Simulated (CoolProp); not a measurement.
Saturation properties of water.

Model: reference Helmholtz-energy equation of state, Wagner 2002, in CoolProp.

| T (°C) | p (bar) | vapour density (kg/m³) | surface tension (mN/m) | liquid conductivity (mW/(m K)) |
|---|---|---|---|---|
| 63.55 | 0.2346 | 0.1519 | 65.7 | 654 |
| 71.05 | 0.3265 | 0.2070 | 64.3 | … |
| 78.65 | 0.4488 | 0.2790 | 63.0 | 666 |
| 86.25 | 0.6076 | 0.3704 | 61.6 | 671 |
| 93.85 | 0.8109 | 0.4852 | 60.1 | 675 |
| 101.35 | 1.064 | 0.6256 | 58.7 | 678 |
| 108.95 | … | 0.8000 | 57.2 | 680 |
| 116.55 | 1.779 | 1.012 | 55.6 | 682 |
| 124.15 | 2.262 | 1.267 | 54.1 | 683 |
| 131.65 | 2.839 | 1.568 | 52.5 | 683 |
| 139.25 | 3.539 | 1.928 | … | 683 |
| 146.85 | 4.373 | 2.352 | 49.3 | 682 |
| 154.45 | … | 2.847 | 47.7 | 680 |

Task: Fill in the missing entries.

Result: 
- 71.05, liquid conductivity (mW/(m K)): 661
- 108.95, p (bar): 1.384
- 139.25, surface tension (mN/m): 50.9
- 154.45, p (bar): 5.357

It boils at 100.0 °C under 1 atm.

Thermal conductivity comes from a separate model (Huber 2012). Surface tension comes from a separate correlation (Mulero 2012).
